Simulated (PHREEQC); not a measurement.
A solution holds 0.001 mol CdCl2, 0.00028 mol H3BO3 and 0.00061 mol MnSO4 per kg of water, at 25 °C. Closed to the air; pH follows from the charge balance.

All values are PHREEQC results (ion-association model, phreeqc.dat), not measurements.

Q: The ionic strength comes out as 0.00482 mol/kgw. What activity coefficients do CdCl+, SO4-2, Mn+2, Cl-, MnCl+ get?

A: CdCl+ 0.93, SO4-2 0.75, Mn+2 0.75, Cl- 0.93, MnCl+ 0.93.

Precipitation was switched off in this run. Species that the database lacks are ignored.
